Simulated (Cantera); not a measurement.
Input: 1 mol borazine, 3.1 mol O2, held at 925 °C and 75.0 Torr.

These are equilibrium values from Cantera (NASA tables, ideal gas, pure condensed phases), not measurements of a reactor. The feed counts by its element totals alone. Gases not in the tables: H3BO3. Kinetics and transport are ignored.

```
species         before     after
------------  --------  --------
H2O              0.376     0.353
N2               0.333     0.327
H2               0.289     0.284
HBO2           0.00157    0.0357
B2O3           8.66e-8  0.000124
HBO            6.27e-8   1.32e-5
H              3.24e-7   2.13e-5
(HBO2)3       0.000856  0.000329
B2O3(l), mol      1.49      1.42
```
Gas species are given as mole fractions.

Q: What was changed between the two runs?
(A) O2 from 3.1 to 0.42 mol
(B) temperature from 925 °C to 1200 °C
(C) temperature from 925 °C to 850 °C
(D) temperature from 925 °C to 1052 °C

A: B, temperature from 925 °C to 1200 °C
